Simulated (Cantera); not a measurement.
A closed system holds: 1 mol Si, 2.8 mol SF6, 12 mol HF, equilibrated at 13.0 Pa.

These are equilibrium values from Cantera (NASA tables, ideal gas, pure condensed phases), not measurements of a reactor. Candidate condensed phases: S, Si; 39 gas species. The tables' values for SF3, SF5 are old estimates; treat these amounts as uncertain. Equilibrium is a limit: real reactors are often held back by kinetics, nucleation or transport. All values below are at 1000 K.

Base state: HF 0.759, SF4 0.126, SiF4 0.0633, SF6 0.0509, SF3 0.000458, F 0.000186, SF2 0.000150, SF5 1.21e-5 (mole fractions); condensed: gas only.

Task: What changes in the equilibrium state with this change: SF6 from 2.8 to 1.6 mol?

Result: 
```tsv
species	before	after
HF	0.759	0.824
SF4	0.126	0.0819
SiF4	0.0633	0.0686
SF6	0.0509	0.000165
SF2	0.000150	0.0196
S2F2 (SSF2)	<1e-9	0.00196
SF5	1.21e-5	5.56e-7
F	0.000186	1.31e-5
SF3	0.000458	0.00423
```
The tables' values for SF3, S2F2 (SSF2) are old estimates; treat these amounts as uncertain.
